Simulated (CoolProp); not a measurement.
CHF3 (R23) along the isotherm 317.4 K: Z from the reference equation and from simpler models built on Tc = 299.3 K, pc = 48.32 bar, ω = 0.263; each cubic takes its own stable root.

The numbers come from the reference Helmholtz-energy equation of state, Penoncello 2003 in CoolProp.

```json
[
 {"p (bar)": "13.4", "phase": "gas", "reference": "0.9140"},
 {"p (bar)": "26.8", "phase": "gas", "reference": "0.8177"},
 {"p (bar)": "40.3", "phase": "gas", "reference": "0.7054"},
 {"p (bar)": "53.7", "phase": "supercritical", "reference": "0.5672"},
 {"p (bar)": "67.1", "phase": "supercritical", "reference": "0.3876"},
 {"p (bar)": "80.5", "phase": "supercritical", "reference": "0.3144"},
 {"p (bar)": "94", "phase": "supercritical", "reference": "0.3216"},
 {"p (bar)": "107", "phase": "supercritical", "reference": "0.3422"},
 {"p (bar)": "121", "phase": "supercritical", "reference": "0.3686"}
]
```

Question: How far does each simpler model (van der Waals, Soave-Redlich-Kwong) lie from the reference over these 9 states: mean and median of the absolute difference, and the worst?

Answer: 
- van der Waals: mean 16.5 %, median 2.8 %, worst +40.0 % at 317.4 K and 121 bar
- Soave-Redlich-Kwong: mean 13.7 %, median 15.4 %, worst +25.7 % at 317.4 K and 80.5 bar
